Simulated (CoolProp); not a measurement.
Vapour pressure (MPa) of acetone: the reference equation beside estimates from Tc = 235.0 °C, pc = 4.692 MPa, ω = 0.307. Clausius-Clapeyron is anchored at 66.05 °C with a constant enthalpy of vaporisation of 28.47 kJ/mol.

Model: reference Helmholtz-energy equation of state, Lemmon 2006, in CoolProp. It is a short technical equation, of lower accuracy than the large ones.

| T (°C) | reference | Lee-Kesler | Clausius-Clapeyron | Redlich-Kwong | Peng-Robinson |
|---|---|---|---|---|---|
| 53.35 | 0.09223 | 0.09011 | 0.09512 | 0.1907 | 0.09133 |
| 59.65 | 0.1143 | 0.1123 | 0.1160 | 0.2281 | 0.1133 |
| 66.05 | 0.1409 | 0.1391 | 0.1409 | 0.2714 | 0.1398 |
| 72.45 | 0.1720 | 0.1707 | 0.1698 | 0.3205 | 0.1709 |
| 78.85 | 0.2084 | 0.2076 | 0.2034 | 0.3757 | 0.2072 |
| 85.25 | 0.2504 | 0.2504 | 0.2419 | 0.4375 | 0.2493 |
| 91.65 | 0.2988 | 0.2996 | 0.2861 | 0.5063 | 0.2978 |
| 98.05 | 0.3540 | 0.3560 | 0.3363 | 0.5826 | 0.3532 |
| 104.45 | 0.4168 | 0.4200 | 0.3933 | 0.6666 | 0.4164 |
| 110.85 | 0.4878 | 0.4924 | 0.4574 | 0.7589 | 0.4879 |

Absolute difference from the reference over all 10 rows, mean and median: Lee-Kesler 0.9 and 0.8 %, Clausius-Clapeyron 3.3 and 3.3 %, Redlich-Kwong 79.0 and 77.5 %, Peng-Robinson 0.5 and 0.5 %.
